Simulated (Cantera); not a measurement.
**Equilibrium for silicon oxide and oxynitride deposition: SiH2Cl2 + NO**

Feed: 1 mol SiH2Cl2, 2.9 mol NO, equilibrated at 1575 K and 8.20e-5 bar.

These are equilibrium values from Cantera (NASA tables, ideal gas, pure condensed phases), not measurements of a reactor. Candidate condensed phases: H2O, NH4Cl, Si, SiO2, Si2N2O, Si3N4; 47 gas species. The tables hold silica as quartz up to 1696 K and as liquid above; real silica turns to tridymite and cristobalite and melts near 1996 K. Kinetics and transport are ignored.

```yaml
x(HCl): 0.372
x(N2): 0.360
x(Cl): 0.124
x(O2): 0.0799
x(H2O): 0.0618
x(OH): 0.000945
x(NO): 0.000723
x(O): 0.000334
x(Cl2): 0.000142
n(SiO2(β-quartz)): 1.000 mol
gas_amount: 4.027 mol
log10 activity of Si(s) (absent): -15.73
```
